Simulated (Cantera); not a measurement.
Cantera with NASA thermochemical tables; ideal gases at 1 bar, condensed phases pure. Values are per mole of reaction as written; species without (g) are pure solids or liquids, kept so even where they would boil at 1 bar. TaC: taken at fixed stoichiometry.

Q: Between 300 and 2573 K, where is each reaction favourable under standard conditions?
- Ta + 2 H2O2(g) ⇌ 2 H2O(g) + TaO2(g)
- 2 TaC + 6 H(g) + 3 O2(g) ⇌ C2H5OH(g) + Ta2O5

A: 
- Ta + 2 H2O2(g) ⇌ 2 H2O(g) + TaO2(g): ΔG° is -456 kJ at 300 K and -761 kJ at 2573 K; it stays negative (K > 1). ΔH° is -445 kJ and ΔS° 123 J/K at 2573 K.
- 2 TaC + 6 H(g) + 3 O2(g) ⇌ C2H5OH(g) + Ta2O5: ΔG° is -3011 kJ at 300 K and -738 kJ at 2573 K; it stays negative (K > 1). ΔH° is -3164 kJ and ΔS° -943 J/K at 2573 K.
